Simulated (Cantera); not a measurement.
An adiabatic, constant-pressure homogeneous reactor starts with 16.5 % H2, 17.5 % O2, 66.0 % N2, equivalence ratio 0.47, at 1550 K and 3.90 bar.

Model: the H2/O2 subset of GRI-Mech 3.0, which has no nitrogen chemistry, integrated in Cantera. The hydrogen kinetics of GRI-Mech 3.0 are dated; newer H2 mechanisms differ, most at raised pressure.

Question: Predict: time of steepest temperature rise; temperature at 0.900 s; equilibrium temperature; x(H2) at 0.900 s; x(O2) at 0.900 s; x(H) at 0.900 s; x(OH) at 0.900 s; x(HO2) at 0.900 s; x(O) at 0.900 s.

Answer: time of steepest temperature rise: 3.23 µs
temperature at 0.900 s: 2592 K
equilibrium temperature: 2592 K
x(H2) at 0.900 s: 0.00253 (gas-phase equilibrium 0.00253)
x(O2) at 0.900 s: 0.0961 (gas-phase equilibrium 0.0961)
x(H) at 0.900 s: 0.000956 (gas-phase equilibrium 0.000956)
x(OH) at 0.900 s: 0.0145 (gas-phase equilibrium 0.0145)
x(HO2) at 0.900 s: 1.83e-5 (gas-phase equilibrium 1.83e-5)
x(O) at 0.900 s: 0.00355 (gas-phase equilibrium 0.00355)
